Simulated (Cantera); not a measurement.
Cantera with NASA thermochemical tables; ideal gases at 1 bar, condensed phases pure. Values are per mole of reaction as written; species without (g) are pure solids or liquids, kept so even where they would boil at 1 bar.

Question: Between 898 and 1298 K, where is each reaction favourable under standard conditions?
- 3 LiCl + O3(g) + 3 H2(g) → 3 LiOH + 3 HCl(g)

Answer: 
- 3 LiCl + O3(g) + 3 H2(g) → 3 LiOH + 3 HCl(g): ΔG° is -546 kJ at 898 K and -502 kJ at 1298 K; it stays negative (K > 1). ΔH° is -640 kJ and ΔS° -107 J/K at 1298 K.
